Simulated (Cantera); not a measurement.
Standard-state values (1 bar) from the NASA 1993 polynomials, evaluated with Cantera. Values are per mole of reaction as written; species without (g) are pure solids or liquids, kept so even where they would boil at 1 bar.

2 N(g) + K₂SO₄ → 2 K + SO₂(g) + 2 NO(g)

| T (K) | ΔH° (kJ) | ΔS° (J/K) | ΔG° (kJ) | log10 K |
|---|---|---|---|---|
| 475 | 379.0 | 321.1 | 226.4 | -24.90 |
| 525 | [?] | [?] | [?] | [?] |
| 575 | 375.4 | 314.4 | 194.6 | -17.68 |
| 625 | 373.3 | 310.9 | 179.0 | -14.96 |
| 675 | [?] | [?] | [?] | [?] |
| 725 | 368.3 | 303.4 | 148.3 | -10.68 |
| 775 | 365.4 | 299.5 | 133.2 | -8.98 |
| 825 | 362.2 | 295.6 | 118.3 | -7.49 |

Problem. What belongs in the gaps?

Solution. 
- 525, ΔH° (kJ): 377.3
- 525, ΔS° (J/K): 317.9
- 525, ΔG° (kJ): 210.5
- 525, log10 K: -20.94
- 675, ΔH° (kJ): 370.9
- 675, ΔS° (J/K): 307.2
- 675, ΔG° (kJ): 163.6
- 675, log10 K: -12.66
